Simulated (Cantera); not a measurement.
Input: 1 mol FeS2, 0.93 mol H2, 68 mol N2, held at 120 Pa.

Method: chemical equilibrium by Gibbs-energy minimisation in Cantera with the NASA 1993 tables (ideal gas, pure condensed phases). Candidate condensed phases: Fe, FeS, FeS2, S; 16 gas species. FeS: taken at fixed stoichiometry. Gases not in the tables: S3 to S7. The numbers say what is thermodynamically allowed, not how fast it happens. All values below are at 1100 K.

Base state: N2 0.980, H2 0.0117, S2 0.00637, H2S 0.00165, SH 1.60e-5 (mole fractions); condensed: FeS(s).

Problem. What changes in the equilibrium state with this change: H2 from 0.93 to 850 mol?

Solution. 
```tsv
species	before	after
H2	0.0117	0.924
N2	0.980	0.0741
H2S	0.00165	0.00211
S2	0.00637	1.69e-6
SH	1.60e-5	2.31e-6
FeS(s), mol	1.00	0.0583
Fe(α), mol	0	0.942
```
Mutual solubility and eutectic melting of coexisting phases are not modelled.
